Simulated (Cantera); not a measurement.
A closed system holds: 1 mol SiHCl₃, 31 mol N₂, at 32.0 Pa.

Cantera equilibrium calculation (NASA polynomials, part measured and part estimated; ideal gas, pure solids and liquids). Candidate condensed phases: NH₄Cl, Si, Si₃N₄; 28 gas species. The tables' values for SiCl, SiCl₃ are old estimates; treat these amounts as uncertain. Rates play no part. All values below are at 1773 K.

Base state: N₂ 0.936, SiCl₂ 0.0296, HCl 0.0246, Cl 0.00614, H₂ 0.00240, H 0.000779, Si 0.000243, SiCl 0.000222 (mole fractions); condensed: gas only.

What changes in the equilibrium state with this change: pressure from 32.0 Pa to 1.00 bar?


```
species          before    after
-------------  --------  -------
N₂                0.936    0.944
HCl              0.0246   0.0244
SiCl₂            0.0296   0.0209
Cl              0.00614  9.72e-5
Si             0.000243  7.00e-8
SiHCl₃          3.01e-8  6.59e-5
SiCl₄           1.31e-6  0.00228
Si₃N₄(s), mol         0   0.0214
```
The tables' values for SiCl₃ are old estimates; treat these amounts as uncertain.
